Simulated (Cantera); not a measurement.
Input (Python, Cantera):

```python
import numpy as np
import cantera as ct

gas = ct.Solution("gri30.yaml")
gas.TPX = 475, 69000, {'CH4': 1, 'H2': 0.048, 'O2': 1.35, 'N2': 5.07, 'H2O': 0.23}
inlet = ct.Reservoir(gas, clone=True)
gas.equilibrate("HP")  # start burning
reactor = ct.IdealGasConstPressureReactor(gas, energy="on", clone=False)
exhaust = ct.Reservoir(gas, clone=True)
tau = [0.038, 0.016, 0.0069, 0.0029, 0.0012, 0.00053, 0.00023, 9.6e-05, 4.1e-05, 1.7e-05][0]
for a, b in ((inlet, reactor), (reactor, exhaust)):
    ct.MassFlowController(a, b, mdot=lambda t: reactor.mass / tau)
net = ct.ReactorNet([reactor])
show = ['CH4', 'H2', 'O2', 'CH2O', 'C2H2', 'NO']

rows = []
print(f"{'tau/s':>10s}{'T/K':>9s}" + "".join(f"{s:>11s}" for s in show))
for tau in [0.038, 0.016, 0.0069, 0.0029, 0.0012, 0.00053, 0.00023, 9.6e-05, 4.1e-05, 1.7e-05]:
    net.initial_time = 0.0
    net.advance(30 * tau)
    before = gas.X
    net.advance(40 * tau)
    drift = np.max(np.abs(gas.X - before) / (gas.X + 1e-9))
    rows.append([gas.T, *gas[show].X, drift])
    print(f"{tau:10.3e}{gas.T:9.1f}" + "".join(f"{x:11.3e}" for x in gas[show].X))
```

Result:

```
     tau/s      T/K        CH4         H2         O2       CH2O       C2H2         NO
 3.800e-02   1982.2  7.807e-04  7.894e-02  3.777e-04  7.944e-06  2.538e-04  1.165e-04
 1.600e-02   1977.5  1.080e-03  7.743e-02  7.295e-04  1.440e-05  4.527e-04  1.106e-04
 6.900e-03   1969.1  1.442e-03  7.565e-02  1.368e-03  2.516e-05  6.987e-04  9.591e-05
 2.900e-03   1952.9  2.016e-03  7.331e-02  2.670e-03  4.501e-05  1.018e-03  7.190e-05
 1.200e-03   1918.3  3.230e-03  6.994e-02  5.744e-03  8.600e-05  1.450e-03  4.158e-05
 5.300e-04    475.0  1.299e-01  6.235e-03  1.754e-01 -2.132e-17 -2.968e-17 -1.565e-19
 2.300e-04    475.0  1.299e-01  6.235e-03  1.754e-01 -3.891e-21 -5.417e-21 -2.856e-23
 9.600e-05    475.0  1.299e-01  6.235e-03  1.754e-01 -2.458e-22 -3.422e-22 -1.804e-24
 4.100e-05    475.0  1.299e-01  6.235e-03  1.754e-01 -1.552e-23 -2.161e-23 -1.140e-25
 1.700e-05    475.0  1.299e-01  6.235e-03  1.754e-01 -9.806e-25 -1.365e-24 -7.199e-27
```

Computed with Cantera and GRI-Mech 3.0 (53 species, 325 reactions).
